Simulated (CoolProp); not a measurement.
A single-stage vapour-compression cycle with the fluid: evaporating at 315.15 K (dew point), condensing at 371.15 K (bubble point), superheat 8 K, subcooling 8 K, compressor efficiency 0.6, no pressure losses. The same conditions are run with several fluids, on thermodynamics alone (safety and materials aside).

Computed with CoolProp (reference Helmholtz-energy equation of state of each fluid (R113: Marx 1992; hexamethyldisiloxane (MM): Thol 2016; R123: Younglove 1994; R1233zd(E): Akasaka 2022; R141b: Lemmon 2006; n-perfluoropentane: Gao 2022)).

Question: Rank R113, hexamethyldisiloxane (MM), R123, R1233zd(E), R141b, n-perfluoropentane by cooling COP, highest first.

Answer: R141b (2.87), R113 (2.80), R123 (2.77), R1233zd(E) (2.70), hexamethyldisiloxane (MM) (2.56), n-perfluoropentane (2.01)

| fluid | pressure ratio | discharge temperature (K) | refrigerating effect (kJ/kg) | volumetric capacity (kJ/m³) |
|---|---|---|---|---|
| R113 | 4.96 | 382.6 | 105 | 637 |
| hexamethyldisiloxane (MM) | 7.55 | 371.1 | 137 | 104 |
| R123 | 4.55 | 390.2 | 118 | 1170 |
| R1233zd(E) | 4.34 | 388.9 | 127 | 1520 |
| R141b | 4.56 | 398.7 | 166 | 1070 |
| n-perfluoropentane | 4.67 | 371.1 | 39.1 | 711 |

The compression ends wet for: hexamethyldisiloxane (MM); n-perfluoropentane.
